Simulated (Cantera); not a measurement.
A freely propagating, adiabatic, planar premixed flame of H2 : O2 : N2 = 1 : 0.357 : 1.79 (molar parts), unburnt at 575 K and 450 Torr; mixture-averaged transport, grid criteria slope 0.08 and curve 0.16, no radiation.

Cantera simulation using the H2/O2 subset of GRI-Mech 3.0, which has no nitrogen chemistry; the numbers are that mechanism's predictions, not measurements. Burning velocities carry a grid error of a few per cent, more on coarse grids.

**Question.** What does this change do: O2 0.357 to 0.27 parts?

**Answer.** 
```json
[
 {"quantity": "laminar burning velocity", "before": "617 cm/s", "after": "507 cm/s"},
 {"quantity": "thermal thickness", "before": "0.929 mm", "after": "0.939 mm"},
 {"quantity": "peak x(HO2)", "before": "0.000169", "after": "0.000136"},
 {"quantity": "peak x(H)", "before": "0.0760", "after": "0.0640"},
 {"quantity": "peak x(O)", "before": "0.00667", "after": "0.00285"}
]
```
